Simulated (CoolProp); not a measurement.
Vapour-liquid equilibrium of n-perfluorobutane (1) + R365MFC (2) at 0.0307 MPa; x and y are mole fractions of (1).

Values from CoolProp's multi-fluid Helmholtz-energy mixture model, Gao 2022 and Lemmon 2016; pair parameters Bell 2016.

**Question.** Give the bubble temperature and the first vapour's composition at x = 0.25, 0.45, 0.95. Is there an azeotrope?

**Answer.** x = 0.25: 248.3 K, y = 0.869; x = 0.45: 247.3 K, y = 0.880; x = 0.95: 245.2 K, y = 0.966. No azeotrope shows between x = 0.05 and 0.95.

The pair parameters rest on a limited set of measurements; away from them the model extrapolates. With so large a gap from Raoult's law the liquid may split in two, which this calculation doesn't test in full.
